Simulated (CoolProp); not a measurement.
A Linde-Hampson liquefier for oxygen: isothermal reversible compression at 280 K from 1 atm to 30 MPa, throttling to 1 atm, return gas leaving the recuperator 2 K below the feed. Each further row changes one setting.

Computed with CoolProp (reference Helmholtz-energy equation of state, Schmidt 1985).

```csv
case,liquid yield per pass,compression work (kJ/kg of gas)
as stated,?,402
high pressure 60 MPa,?,?
warm-end temperature 310 K,?,?
warm-end gap 7 K,?,402
```

### Question
Some entries are withheld; supply them.

### Answer

- as stated, liquid yield per pass: 0.162
- high pressure 60 MPa, liquid yield per pass: 0.190
- high pressure 60 MPa, compression work (kJ/kg of gas): 457
- warm-end temperature 310 K, liquid yield per pass: 0.121
- warm-end temperature 310 K, compression work (kJ/kg of gas): 452
- warm-end gap 7 K, liquid yield per pass: 0.152

Above 300 K oxygen's equation is extrapolated.
